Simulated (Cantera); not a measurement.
Input: 1 mol CO2, 0.059 mol H2, 31 mol N2, at 1752 °C and 0.00770 bar.

Equilibrium computed with Cantera from the NASA thermochemical tables; the gas is ideal and each condensed phase is pure. Candidate condensed phases: C, C6H6, C7H8, C8H18, H2O; 136 gas species. Kinetics and transport are ignored.

Base state: N2 0.963, CO2 0.0227, CO 0.00833, O2 0.00255, H2O 0.00145, NO 0.000999, O 0.000466, OH 0.000312 (mole fractions); condensed: gas only.

**Question.** What changes in the equilibrium state with this change: H2 from 0.059 to 0.045 mol?

**Answer.** 
| species | before | after |
|---|---|---|
| N2 | 0.963 | 0.963 |
| CO2 | 0.0227 | 0.0229 |
| CO | 0.00833 | 0.00820 |
| H2O | 0.00145 | 0.00108 |
| H2 | 0.000113 | 8.28e-5 |
| H | 0.000234 | 0.000200 |
| OH | 0.000312 | 0.000272 |
| O2 | 0.00255 | 0.00267 |
| NO | 0.000999 | 0.00102 |
